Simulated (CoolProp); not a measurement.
Vapour-liquid equilibrium of cyclohexane (1) + ethylbenzene (2) at 461.2 K; x and y are mole fractions of (1).

Model: multi-fluid Helmholtz-energy mixture model, Zhou 2014 and Zhou 2012; pair parameters Bell 2016, in CoolProp.

| x | bubble pressure (MPa) | y at the bubble point | dew pressure at overall composition x (MPa) | liquid density (mol/L) |
|---|---|---|---|---|
| 0.05 | 0.3829 | 0.142 | 0.3546 | 6.671 |
| 0.125 | 0.4458 | 0.307 | 0.3772 | 6.705 |
| 0.2 | 0.5081 | 0.432 | 0.4028 | (withheld) |
| 0.275 | 0.5694 | 0.530 | 0.4320 | 6.770 |
| 0.35 | 0.6292 | 0.610 | 0.4654 | 6.801 |
| 0.425 | 0.6875 | 0.675 | 0.5040 | 6.831 |
| 0.5 | 0.7444 | 0.731 | 0.5489 | 6.861 |
| 0.575 | 0.8000 | 0.780 | 0.6017 | 6.890 |
| 0.65 | 0.8546 | 0.824 | 0.6641 | 6.919 |
| 0.725 | 0.9085 | 0.864 | 0.7378 | 6.949 |
| 0.8 | 0.9623 | 0.902 | 0.8242 | 6.979 |
| 0.875 | 1.016 | 0.939 | (withheld) | 7.010 |
| 0.95 | 1.071 | 0.976 | (withheld) | 7.042 |

What belongs in the gaps?


- 0.2, liquid density (mol/L): 6.738
- 0.875, dew pressure at overall composition x (MPa): 0.9233
- 0.95, dew pressure at overall composition x (MPa): 1.032

No azeotrope shows between x = 0.05 and 0.95.

Pair parameters are fitted to limited data, so mixtures are less certain than the pure fluids.
